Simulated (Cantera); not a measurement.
## Thermodynamics of iron carbonyl, mercury and lead vapours, feed Fe(CO)5 + N2

Charge: 1 mol Fe(CO)5, 1.3 mol N2, equilibrated at 58.0 mbar.

Equilibrium computed with Cantera from the NASA thermochemical tables; the gas is ideal and each condensed phase is pure. Candidate condensed phases: C, Fe, Fe(CO)5, FeO, Fe2O3, Fe3O4; 27 gas species. Condensed phases not in the tables: cementite and carbon dissolved in iron. Equilibrium is a limit: real reactors are often held back by kinetics, nucleation or transport.

```csv
T (°C),x CO,x N2,x CO2,x Fe,x C2N2,n C(graphite),n Fe(α),n Fe(γ)
675,0.729,0.217,0.0539,<1e-12,<1e-12,0.322,1.00,0
725,0.769,0.211,0.0203,<1e-12,<1e-12,0.125,1.00,0
775,0.784,0.208,0.00791,2.42e-12,<1e-12,0.0495,1.00,0
825,0.790,0.207,0.00330,2.01e-11,<1e-12,0.0207,1.00,0
875,0.792,0.207,0.00148,1.38e-10,<1e-12,0.00931,1.00,0
925,0.793,0.206,0.000709,8.00e-10,1.29e-12,0.00446,0,1.00
975,0.793,0.206,0.000360,4.02e-9,4.53e-12,0.00227,0,1.00
1025,0.793,0.206,0.000193,1.78e-8,1.45e-11,0.00122,0,1.00
1075,0.794,0.206,0.000109,7.03e-8,4.23e-11,0.000686,0,1.00
1125,0.794,0.206,6.40e-5,2.51e-7,1.15e-10,0,0,1.000
1175,0.794,0.206,3.91e-5,8.22e-7,2.91e-10,0,0,1.000
1225,0.794,0.206,2.47e-5,2.48e-6,6.91e-10,0,0,1.000
1275,0.794,0.206,1.61e-5,6.94e-6,1.56e-9,0,0,1.000
```
x: gas mole fraction; n: condensed amount in mol.

From 675 °C to 875 °C the condensed part is C(graphite) + Fe(α). From 925 °C to 1075 °C the condensed part is C(graphite) + Fe(γ). From 1125 °C to 1275 °C the condensed part is Fe(γ).
